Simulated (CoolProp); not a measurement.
Properties of R245ca along the isotherm 245.1 K (Tc = 447.6 K, pc = 3941 kPa, ω = 0.355).

Values from CoolProp's reference Helmholtz-energy equation of state, Zhou 2016.

| p (kPa) | phase | cp (kJ/(kg K)) | cv (kJ/(kg K)) | speed of sound (m/s) | expansivity (1/kK) | fugacity coefficient |
|---|---|---|---|---|---|---|
| 896 | liquid | 1.322 | 0.9469 | 966.2 | 1.512 | 0.008395 |
| 1790 | liquid | 1.321 | 0.9476 | 969.5 | 1.503 | … |
| 2690 | liquid | 1.320 | 0.9482 | 972.8 | 1.494 | 0.003023 |
| 3580 | liquid | 1.319 | 0.9488 | 976.0 | 1.485 | … |
| 4480 | liquid | 1.318 | 0.9494 | 979.2 | 1.476 | 0.001961 |
| 5370 | liquid | 1.318 | 0.9500 | 982.3 | 1.468 | 0.001700 |
| 6270 | liquid | 1.317 | 0.9507 | … | 1.460 | 0.001514 |
| 7160 | liquid | 1.316 | 0.9513 | 988.6 | 1.452 | 0.001378 |
| 8060 | liquid | 1.315 | 0.9519 | 991.7 | 1.444 | 0.001272 |
| 8960 | liquid | 1.315 | 0.9525 | 994.8 | 1.436 | 0.001190 |
| 9850 | liquid | 1.314 | 0.9531 | 997.8 | 1.428 | 0.001125 |

Problem. What belongs in the gaps?

Solution. 
- 1790, fugacity coefficient: 0.004369
- 3580, fugacity coefficient: 0.002360
- 6270, speed of sound (m/s): 985.5
